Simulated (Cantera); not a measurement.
A closed system holds: 1 mol C2H2, 1.3 mol CO2, 31 mol N2, at 998.15 K and 1 atm.

Cantera equilibrium calculation (NASA polynomials, part measured and part estimated; ideal gas, pure solids and liquids). Candidate condensed phases: C, C6H6, C7H8, C8H18, H2O; 136 gas species. Equilibrium is a limit: real reactors are often held back by kinetics, nucleation or transport.

Base state: N2 0.899, CO 0.0689, H2 0.0281, CO2 0.00284, H2O 0.000798, CH4 7.77e-5 (mole fractions); condensed: C(graphite).

Question: What changes in the equilibrium state with this change: N2 from 31 to 4.8 mol?

Answer: 
| species | before | after |
|---|---|---|
| N2 | 0.899 | 0.599 |
| CO | 0.0689 | 0.243 |
| H2 | 0.0281 | 0.111 |
| H2O | 0.000798 | 0.0111 |
| CO2 | 0.00284 | 0.0352 |
| CH4 | 7.77e-5 | 0.00122 |
| NH3 | 2.66e-6 | 1.71e-5 |
| C(graphite), mol | 0.823 | 1.06 |
